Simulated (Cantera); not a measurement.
A closed system holds: 1 mol CH₄, 17 mol H₂, 16 mol N₂, equilibrated at 1 atm.

Cantera equilibrium calculation (NASA polynomials, part measured and part estimated; ideal gas, pure solids and liquids). Candidate condensed phases: C, C₆H₆, C₇H₈, C₈H₁₈; 92 gas species. The numbers say what is thermodynamically allowed, not how fast it happens.

**Question.** Which condensed phases are stable at each of these points (T (°C)): 302, 402, 502, 602, 702, 802, 902, 1002, 1102, 1202, 1302, 1402, 1502?

**Answer.** 
```csv
T (°C),condensed phases,C condensed (%)
302,gas only,0.0
402,gas only,0.0
502,gas only,0.0
602,gas only,0.0
702,gas only,0.0
802,C(graphite),56.5
902,C(graphite),80.6
1002,C(graphite),90.2
1102,C(graphite),94.1
1202,C(graphite),95.4
1302,C(graphite),94.9
1402,C(graphite),92.8
1502,C(graphite),88.8
```

From 302 °C to 702 °C nothing is condensed. From 802 °C to 1502 °C the condensed part is C(graphite).
